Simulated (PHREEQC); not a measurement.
A solution holds 0.0035 mol/kgw Na2CO3, at 51 °C. Closed to the air; pH follows from the charge balance.

Model: Pitzer model, pitzer.dat, run in PHREEQC.

pH: 10.29
ionic strength: 0.00926 mol/kgw
specific conductance: 1470 µS/cm
osmotic coefficient: 0.951
total alkalinity: 7.00 meq/kg

```csv
species,molality,activity,log γ
Na+,0.00700,0.00632,-0.045
CO3-2,0.00226,0.00148,-0.182
OH-,0.00124,0.00112,-0.046
HCO3-,0.00124,0.00117,-0.028
CO2,1.14e-7,1.14e-7,0.001
```

This is a speciation only: nothing precipitates in the calculation. Constants without temperature data keep their 25 °C values here.
